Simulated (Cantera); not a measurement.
What does this Cantera script print?

```python
import numpy as np
import cantera as ct

gas_names = """
    AL ALCL ALCL2 ALCL3 ALH ALO ALOCL ALOH ALO2 ALO2H AL2 AL2CL6 AL2O AL2O2 CL CLO CL2 H HALO HCL HOCL
    HO2 H2 H2O H2O2 O OH O2 O3
""".split()
cond_names = """
    AL(cr) AL(L) ALCL3(s) ALCL3(L) AL2O3(a) AL2O3(L) H2O(s) H2O(L)
""".split()


# ... load() reads the species with a 1 bar reference pressure and builds the phases ...
atoms = {
    'AlCl3': {'AL': 1, 'CL': 3},
    'H2O': {'H': 2, 'O': 1},
    'H2': {'H': 2},
}
top_T = {}  # K; cautious upper limits of use, not melting points


# ... equilibrate(T, P, feed) seeds the gas with the atoms and calls Mixture.equilibrate('TP', solver="vcs", rtol=1e-11, max_steps=5000) ...
results = []
feed = {'AlCl3': 1, 'H2O': 1.1, 'H2': 620}  # mol
P = 8400  # Pa
for T in [825, 925, 1025, 1125, 1225, 1325, 1425, 1525, 1625, 1725, 1825, 1925, 2025, 2125]:
    mix = equilibrate(T, P, feed)
    results.append((T, P, feed, dict(zip(mix.species_names, mix.species_moles))))
    x = sorted(zip(gas.X, gas.species_names), reverse=True)
    print(f"T = {T:g} K  P = {P:g} Pa  gas = {mix.phase_moles(0):.4g} mol")
    print("   x: " + "  ".join(f"{s} {v:.3e}" for v, s in x if v > 0.0001))
    print("   condensed (mol): " + ("  ".join(f"{mix.phase(i).name} {mix.phase_moles(i):.4g}"
          for i in range(1, mix.n_phases) if mix.phase_moles(i) > 1e-12) or "none"))
```

It prints:

```
T = 825 K  P = 8400 Pa  gas = 622.5 mol
   x: H2 9.960e-01  HCL 3.534e-03  ALCL3 4.283e-04
   condensed (mol): AL2O3(a) 0.3667
T = 925 K  P = 8400 Pa  gas = 622.5 mol
   x: H2 9.960e-01  HCL 3.534e-03  ALCL3 4.284e-04
   condensed (mol): AL2O3(a) 0.3667
T = 1025 K  P = 8400 Pa  gas = 622.5 mol
   x: H2 9.960e-01  HCL 3.535e-03  ALCL3 4.279e-04
   condensed (mol): AL2O3(a) 0.3667
T = 1125 K  P = 8400 Pa  gas = 622.5 mol
   x: H2 9.960e-01  HCL 3.542e-03  ALCL3 4.229e-04
   condensed (mol): AL2O3(a) 0.3667
T = 1225 K  P = 8400 Pa  gas = 622.5 mol
   x: H2 9.960e-01  HCL 3.612e-03  ALCL3 3.794e-04
   condensed (mol): AL2O3(a) 0.3667
T = 1325 K  P = 8400 Pa  gas = 622.6 mol
   x: H2 9.956e-01  HCL 3.918e-03  ALCL3 2.127e-04  ALCL 1.689e-04
   condensed (mol): AL2O3(a) 0.3666
T = 1425 K  P = 8400 Pa  gas = 622.7 mol
   x: H2 9.953e-01  HCL 4.233e-03  ALCL 3.295e-04
   condensed (mol): AL2O3(a) 0.3665
T = 1525 K  P = 8400 Pa  gas = 622.7 mol
   x: H2 9.951e-01  HCL 4.340e-03  ALCL 3.942e-04
   condensed (mol): AL2O3(a) 0.366
T = 1625 K  P = 8400 Pa  gas = 622.8 mol
   x: H2 9.949e-01  HCL 4.359e-03  ALCL 4.214e-04  H 2.428e-04
   condensed (mol): AL2O3(a) 0.3635
T = 1725 K  P = 8400 Pa  gas = 622.9 mol
   x: H2 9.945e-01  HCL 4.339e-03  H 6.390e-04  ALCL 4.557e-04
   condensed (mol): AL2O3(a) 0.3548
T = 1825 K  P = 8400 Pa  gas = 623.2 mol
   x: H2 9.935e-01  HCL 4.263e-03  H 1.515e-03  ALCL 5.328e-04  H2O 1.718e-04
   condensed (mol): AL2O3(a) 0.3307
T = 1925 K  P = 8400 Pa  gas = 623.9 mol
   x: H2 9.915e-01  HCL 4.098e-03  H 3.284e-03  ALCL 6.902e-04  H2O 4.200e-04
   condensed (mol): AL2O3(a) 0.2783
T = 2025 K  P = 8400 Pa  gas = 625 mol
   x: H2 9.877e-01  H 6.600e-03  HCL 3.821e-03  ALCL 9.510e-04  H2O 8.614e-04
   condensed (mol): AL2O3(a) 0.1835
T = 2125 K  P = 8400 Pa  gas = 627 mol
   x: H2 9.811e-01  H 1.241e-02  HCL 3.438e-03  H2O 1.568e-03  ALCL 1.305e-03  AL 1.093e-04
   condensed (mol): AL2O3(a) 0.02574
```

Method: chemical equilibrium by Gibbs-energy minimisation in Cantera with the NASA 1993 tables (ideal gas, pure condensed phases). The tables' values for AlCl2, AlOH are old estimates; treat these amounts as uncertain. Condensed phases not in the tables: AlOCl.
